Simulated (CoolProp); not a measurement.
1,2-dichloroethane along the isotherm 375.7 K: fugacity coefficient from the reference equation and from simpler models built on Tc = 561.6 K, pc = 52.26 bar, ω = 0.269; each cubic takes its own stable root.

Values from CoolProp's reference Helmholtz-energy equation of state, Thol 2015.

```
p (bar)   phase  reference  Redlich-Kwong  Peng-Robinson
-------  ------  ---------  -------------  -------------
5.23     liquid     0.3286         0.5571         0.3276
10.5     liquid     0.1661         0.2824         0.1656
15.7     liquid     0.1127            [?]         0.1124
20.9     liquid    0.08594            [?]        0.08571
26.1     liquid        [?]         0.1197        0.06965
31.4     liquid    0.05891         0.1012        0.05877
36.6     liquid    0.05128        0.08837        0.05117
41.8     liquid    0.04556        0.07872        0.04547
47       liquid        [?]        0.07122        0.04103
52.3     liquid    0.03750        0.06513        0.03743
57.5     liquid    0.03460            [?]        0.03455
62.7     liquid    0.03220        0.05622            [?]
67.9     liquid    0.03017        0.05281        0.03012
73.2     liquid    0.02840        0.04984            [?]
78.4     liquid    0.02690        0.04733        0.02687
```

Problem. What belongs in the gaps?

Solution. 
- 15.7, Redlich-Kwong: 0.1922
- 20.9, Redlich-Kwong: 0.1469
- 26.1, reference: 0.06982
- 47, reference: 0.04111
- 57.5, Redlich-Kwong: 0.06027
- 62.7, Peng-Robinson: 0.03215
- 73.2, Peng-Robinson: 0.02836
